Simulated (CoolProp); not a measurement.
The numbers come from the reference Helmholtz-energy equation of state, Lemmon 2006 in CoolProp. It is a short technical equation, of lower accuracy than the large ones.

Q: For CH3F (R41), give the phase and the density (kg/m³), cp (kJ/(kg K)), cv (kJ/(kg K)), speed of sound (m/s) at 233.9 K and 33.1 MPa.

A: 
- 233.9 K and 33.1 MPa: liquid; density 850, cp 1.99, cv 1.21, speed of sound 1100
